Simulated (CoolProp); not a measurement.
n-heptane at several states: fugacity coefficient from the reference equation and from simpler models built on Tc = 541.2 K, pc = 2.774 MPa, ω = 0.349; each cubic takes its own stable root.

Model: reference Helmholtz-energy equation of state, Span 2003, in CoolProp. It is a short technical equation, of lower accuracy than the large ones.

```json
[
 {"T (K)": "569.3", "p (MPa)": "10.3", "phase": "supercritical", "reference": "0.3292"},
 {"T (K)": "241.4", "p (MPa)": "0.884", "phase": "liquid", "reference": "0.0001887"},
 {"T (K)": "431.8", "p (MPa)": "1.47", "phase": "liquid", "reference": "0.2803"}
]
```

Q: How far does each simpler model (van der Waals, Redlich-Kwong, Soave-Redlich-Kwong, Peng-Robinson) lie from the reference over these 3 states: mean and median of the absolute difference, and the worst?

A: 
- van der Waals: mean 7379.2 %, median 113.3 %, worst +22009.2 % at 241.4 K and 0.884 MPa
- Redlich-Kwong: mean 220.1 %, median 44.3 %, worst +611.2 % at 241.4 K and 0.884 MPa
- Soave-Redlich-Kwong: mean 5.4 %, median 3.0 %, worst +10.5 % at 569.3 K and 10.3 MPa
- Peng-Robinson: mean 4.7 %, median 1.9 %, worst +11.8 % at 241.4 K and 0.884 MPa
